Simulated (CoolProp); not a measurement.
n-perfluoropentane along the isobar 9110 kPa: fugacity coefficient from the reference equation and from simpler models built on Tc = 147.9 °C, pc = 2063 kPa, ω = 0.436; each cubic takes its own stable root.

Computed with CoolProp (reference Helmholtz-energy equation of state, Gao 2022).

```tsv
T (°C)	phase	reference	Redlich-Kwong	Soave-Redlich-Kwong	Peng-Robinson
141.15	liquid	0.2282	0.2522	0.2462	0.2243
147.35	liquid	0.2470	0.2672	___	0.2431
153.45	supercritical	0.2660	0.2822	___	0.2621
159.55	supercritical	0.2854	0.2972	0.3088	0.2815
165.65	supercritical	0.3052	0.3124	0.3303	0.3013
171.75	supercritical	0.3252	0.3276	0.3522	0.3214
177.95	supercritical	0.3458	0.3431	0.3746	0.3419
184.05	supercritical	0.3663	___	0.3968	0.3623
190.15	supercritical	0.3868	0.3735	0.4190	___
196.25	supercritical	0.4073	0.3886	0.4411	0.4032
202.35	supercritical	0.4277	___	0.4632	0.4235
208.45	supercritical	0.4481	0.4185	0.4851	0.4437
214.65	supercritical	0.4686	0.4336	0.5071	0.4641
220.75	supercritical	0.4886	0.4482	0.5284	___
226.85	supercritical	0.5082	0.4627	0.5494	0.5033
```

**Question.** What belongs in the gaps?

**Answer.** 
- 147.35, Soave-Redlich-Kwong: 0.2668
- 153.45, Soave-Redlich-Kwong: 0.2875
- 184.05, Redlich-Kwong: 0.3583
- 190.15, Peng-Robinson: 0.3828
- 202.35, Redlich-Kwong: 0.4036
- 220.75, Peng-Robinson: 0.4838
